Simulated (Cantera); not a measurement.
## Catalytic stagnation flow on Pt

A jet of 5.39 % CH₄, 14.2 % O₂, 80.4 % N₂, equivalence ratio 0.76 at 300 K and 97.5 Torr hits a platinum plate 6.7 cm away at a mass flux of 0.15 kg/m²/s; the plate temperature is set and raised in steps from an oxygen-covered start.

Cantera simulation using Deutschmann's 1995 Pt surface mechanism with GRI-Mech 3.0 gas chemistry; the numbers are that mechanism's predictions, not measurements. Catalytic surfaces can have several steady states; this one follows from the mechanism file's or the stated starting coverage.

```csv
plate T (K),wall x CH₄,wall x O₂,wall x H₂O,wall x OH,wall x CO,wall x CO₂,θ free Pt,θ O*,θ OH*
900,0.0366,0.105,0.0325,3.20e-8,1.35e-5,0.0213,0.188,0.810,0.00169
950,0.0271,0.0851,0.0502,1.01e-7,1.41e-5,0.0330,0.263,0.735,0.00193
1000,0.0195,0.0690,0.0641,2.78e-7,1.40e-5,0.0423,0.342,0.656,0.00195
1050,0.0143,0.0581,0.0735,6.72e-7,1.40e-5,0.0486,0.421,0.578,0.00184
1100,0.0109,0.0510,0.0796,1.46e-6,1.44e-5,0.0527,0.495,0.503,0.00167
1150,0.00871,0.0464,0.0835,2.90e-6,1.52e-5,0.0554,0.565,0.433,0.00147
1200,0.00719,0.0434,0.0860,5.39e-6,1.67e-5,0.0571,0.629,0.370,0.00128
```
x: mole fraction at the wall; θ: surface coverage.
